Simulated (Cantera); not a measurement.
**Thermodynamics of chlorosilane synthesis and conversion, feed Si + Cl2 + H2 + HCl**

Input: 1 mol Si, 0.56 mol Cl2, 3.3 mol H2, 4.1 mol HCl, equilibrated at 1073 K and 750 Torr.

Equilibrium computed with Cantera from the NASA thermochemical tables; the gas is ideal and each condensed phase is pure. Candidate condensed phases: Si; 19 gas species. The tables' values for SiCl3 are old estimates; treat these amounts as uncertain. Equilibrium is a limit: real reactors are often held back by kinetics, nucleation or transport.

```
Item                                 Result
--------------------------------  ---------
x(H2)                                 0.674
x(HCl)                                0.182
x(SiCl4)                              0.137
x(SiHCl3)                           0.00623
x(SiCl3)                           0.000316
x(SiH2Cl2)                          3.30e-5
x(SiCl2)                            1.17e-5
gas amount                        6.961 mol
log10 activity of Si(s) (absent)      -3.91
```
